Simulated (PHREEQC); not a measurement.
A made-up water analysis in mmol/kgw, 20 °C, pH 6.6, pe 10.8:

```tsv
constituent	mmol/kgw
Na	0.0966
K	0.00393
Ca	0.0196
Mg	0.0039
Cl	0.0717
S(6)	0.0349
Alkalinity (meq/kgw)	0.0237
Pb	0.000712
Si	8.68e-05
Zn	8.76e-05
Li	0.00258
```

Valence states are taken as typed.

All values are PHREEQC results (ion-association model, wateq4f.dat), not measurements.

| Quantity | Result |
|---|---|
| ionic strength | 0.000217 mol/kgw |
| charge-balance error | -4.3 % |

| species | molality | activity | log γ |
|---|---|---|---|
| Na+ | 9.66e-5 | 9.50e-5 | -0.007 |
| Cl- | 7.17e-5 | 7.05e-5 | -0.007 |
| SO4-2 | 3.47e-5 | 3.25e-5 | -0.029 |
| HCO3- | 2.38e-5 | 2.34e-5 | -0.007 |
| Ca+2 | 1.95e-5 | 1.82e-5 | -0.029 |
| CO2 | 1.42e-5 | 1.42e-5 | 0.000 |
| K+ | 3.93e-6 | 3.86e-6 | -0.007 |
| Mg+2 | 3.88e-6 | 3.63e-6 | -0.029 |
| Li+ | 2.58e-6 | 2.54e-6 | -0.007 |
| Pb+2 | 6.06e-7 | 5.67e-7 | -0.029 |
| H+ | 2.55e-7 | 2.51e-7 | -0.007 |
| CaSO4 | 1.13e-7 | 1.13e-7 | 0.000 |
| H4SiO4 | 8.68e-8 | 8.68e-8 | 0.000 |
| Zn+2 | 8.64e-8 | 8.08e-8 | -0.029 |
| PbOH+ | 4.47e-8 | 4.40e-8 | -0.007 |
| PbCO3 | 3.86e-8 | 3.86e-8 | 0.000 |

This is a speciation only: nothing precipitates in the calculation.
